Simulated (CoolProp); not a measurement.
Saturated liquid density (kg/m³) of n-decane: the reference equation beside estimates from Tc = 617.7 K, pc = 2101 kPa, ω = 0.488. Rackett uses Z = 0.29056 − 0.08775 ω.

The numbers come from the reference Helmholtz-energy equation of state, Lemmon 2006 in CoolProp. It is a short technical equation, of lower accuracy than the large ones.

| T (K) | reference | Rackett | Redlich-Kwong |
|---|---|---|---|
| 454.2 | 597.5 | [?] | 462.9 |
| 467.3 | 585.0 | 596.9 | 450.8 |
| 480.5 | 571.8 | 582.6 | 438.0 |
| 493.6 | 558.2 | 567.9 | [?] |
| 506.8 | 543.6 | 552.3 | [?] |
| 519.9 | 528.3 | 535.9 | 395.1 |
| 533.1 | 511.6 | 518.2 | 378.7 |
| 546.3 | 493.3 | [?] | 361.0 |
| 559.4 | [?] | 478.5 | 341.8 |

What belongs in the gaps?


- 454.2, Rackett: 610.5
- 493.6, Redlich-Kwong: 424.6
- 506.8, Redlich-Kwong: 410.2
- 546.3, Rackett: 499.2
- 559.4, reference: 473.0

Absolute difference from the reference over all 9 rows, mean and median: Rackett 1.6 and 1.6 %, Redlich-Kwong 24.8 and 24.5 %.
